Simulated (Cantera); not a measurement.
An adiabatic, constant-pressure homogeneous reactor starts with CO : H2 : O2 : N2 = 1 : 0.79 : 0.932 : 3.51 (molar parts), equivalence ratio 0.96, at 1750 K and 1.00 bar. Integrator tolerance rtol = 1e-08.

Model: GRI-Mech 3.0 (53 species, 325 reactions), integrated in Cantera.

Q: What does this change do: initial temperature 1750 to 1125 K?

A: 
```json
[
 {"quantity": "time of steepest temperature rise", "before": "8.86 µs", "after": "88.9 µs"},
 {"quantity": "temperature at 3.00 s", "before": "2842 K", "after": "2652 K"},
 {"quantity": "equilibrium temperature", "before": "2842 K", "after": "2652 K"},
 {"quantity": "x(CO) at 3.00 s", "before": "0.0838 (gas-phase equilibrium 0.0838)", "after": "0.0569 (gas-phase equilibrium 0.0569)"},
 {"quantity": "x(H2) at 3.00 s", "before": "0.0139 (gas-phase equilibrium 0.0139)", "after": "0.00866 (gas-phase equilibrium 0.00866)"},
 {"quantity": "x(O2) at 3.00 s", "before": "0.0383 (gas-phase equilibrium 0.0383)", "after": "0.0292 (gas-phase equilibrium 0.0292)"},
 {"quantity": "x(NO) at 3.00 s", "before": "0.0146 (gas-phase equilibrium 0.0146)", "after": "0.00986 (gas-phase equilibrium 0.00986)"},
 {"quantity": "x(HO2) at 3.00 s", "before": "8.97e-6 (gas-phase equilibrium 8.97e-6)", "after": "5.25e-6 (gas-phase equilibrium 5.25e-6)"}
]
```

Q: What does this change do: pressure from 1.00 bar to 5.00 bar?

A: 
| quantity | before | after |
|---|---|---|
| time of steepest temperature rise | 8.86 µs | 1.78 µs |
| temperature at 3.00 s | 2842 K | 2980 K |
| equilibrium temperature | 2842 K | 2980 K |
| x(CO) at 3.00 s | 0.0838 (gas-phase equilibrium 0.0838) | 0.0759 (gas-phase equilibrium 0.0759) |
| x(H2) at 3.00 s | 0.0139 (gas-phase equilibrium 0.0139) | 0.0116 (gas-phase equilibrium 0.0116) |
| x(O2) at 3.00 s | 0.0383 (gas-phase equilibrium 0.0383) | 0.0337 (gas-phase equilibrium 0.0337) |
| x(NO) at 3.00 s | 0.0146 (gas-phase equilibrium 0.0146) | 0.0165 (gas-phase equilibrium 0.0165) |
| x(HO2) at 3.00 s | 8.97e-6 (gas-phase equilibrium 8.97e-6) | 1.64e-5 (gas-phase equilibrium 1.64e-5) |
The hydrogen kinetics of GRI-Mech 3.0 are dated; newer H2 mechanisms differ, most at raised pressure.
